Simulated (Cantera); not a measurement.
A Cantera script and what it prints.

```python
import numpy as np
import cantera as ct

gas_names = """
    N NO NO2 NO3 N2 N2O O O2 O3 Zr ZrN ZrO ZrO2
""".split()
cond_names = """
    Zr(a) Zr(b) Zr(L) ZrN(s) ZrN(L) ZrO2(a) ZrO2(b) ZrO2(L)
""".split()


# ... load() reads the species with a 1 bar reference pressure and builds the phases ...
atoms = {
    'Zr': {'Zr': 1},
    'O2': {'O': 2},
    'N2O': {'N': 2, 'O': 1},
}
top_T = {}  # K; cautious upper limits of use, not melting points


# ... equilibrate(T, P, feed) seeds the gas with the atoms and calls Mixture.equilibrate('TP', solver="vcs", rtol=1e-11, max_steps=5000) ...
results = []
feed = {'Zr': 1, 'O2': 0.34, 'N2O': 0.41}  # mol
P = 100000  # Pa
for T in [898, 1048, 1198, 1348, 1498, 1648, 1798, 1948, 2098, 2248, 2398, 2548]:
    mix = equilibrate(T, P, feed)
    results.append((T, P, feed, dict(zip(mix.species_names, mix.species_moles))))

top = {s: max(r[3][s] / sum(r[3][g] for g in gas_names) for r in results) for s in gas_names}
cols = sorted((s for s in top if top[s] > 1e-05), key=lambda s: -top[s])[:9]
seen = [c for c in cond_names if any(r[3].get(c, 0) > 1e-12 for r in results)]
print("log10 of partial pressures in bar; condensed amounts in mol")
print(f"{'T/K':>10s}" + "".join(f"{s[:9]:>10s}" for s in cols + seen))
for T, P, feed, n in results:
    ng = sum(n[g] for g in gas_names)
    print(f"{T:10.4g}" + "".join(f"{np.log10(max(n[s] / ng * P / 1e5, 1e-99)):10.3f}" for s in cols)
          + "".join(f"{n.get(c, 0):10.4g}" for c in seen))
```

Output:

```
log10 of partial pressures in bar; condensed amounts in mol
       T/K        N2    ZrN(s)   ZrO2(a)   ZrO2(b)
       898     0.000     0.455     0.545         0
      1048     0.000     0.455     0.545         0
      1198     0.000     0.455     0.545         0
      1348    -0.000     0.455     0.545         0
      1498    -0.000     0.455         0     0.545
      1648    -0.000     0.455         0     0.545
      1798    -0.000     0.455         0     0.545
      1948    -0.000     0.455         0     0.545
      2098    -0.000     0.455         0     0.545
      2248    -0.000     0.455         0     0.545
      2398    -0.000     0.455         0     0.545
      2548    -0.000     0.455         0     0.545
```

Cantera equilibrium calculation (NASA polynomials, part measured and part estimated; ideal gas, pure solids and liquids). Mutual solubility and eutectic melting of coexisting phases are not modelled. ZrN: taken at fixed stoichiometry. Condensed phases not in the tables: solid solutions among these carbides, nitrides and lower oxides.
